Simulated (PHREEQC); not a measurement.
0.012 g of hydrous ferric oxide (600 m²/g; 0.2 weak and 0.005 strong sites per Fe, Dzombak-Morel constants, diffuse double layer) in 1 kg of water with 0.005 mol/kgw of an inert sodium salt and 9.5e-07 mol MgCl2, at 25 °C; the pH is set by adding NaOH or the inert anion's acid. O2 is buffered at 0.21 atm. CO2 from the air is kept out. No solid was allowed to form.

Base run: PHREEQC, ion-association model, wateq4f.dat. Each further column changes one thing. The table gives surface potential ψ (mV).

| pH | base | background salt from 0.005 to 0.0005 mol/kgw | oxide from 0.012 to 0.06 g/kgw | 2.4e-05 mol/kgw H3BO3 added |
|---|---|---|---|---|
| 4 | 194 | 216 | 194 | 194 |
| 4.5 | 177 | ? | 177 | 177 |
| 5.5 | 137 | 147 | 137 | 137 |
| 6 | 114 | ? | 114 | 114 |
| 6.5 | 89 | 93 | 89 | 89 |
| 7.5 | 34 | ? | 34 | 34 |
| 8 | 6 | 7 | 6 | 6 |
| 8.5 | -21 | -22 | -22 | -21 |
| 9.5 | -73 | -77 | -76 | -73 |
| 10 | -99 | -105 | ? | -99 |

Q: What belongs in the gaps?

A: 
- 4.5, background salt from 0.005 to 0.0005 mol/kgw: 196
- 6, background salt from 0.005 to 0.0005 mol/kgw: 121
- 7.5, background salt from 0.005 to 0.0005 mol/kgw: 36
- 10, oxide from 0.012 to 0.06 g/kgw: -102
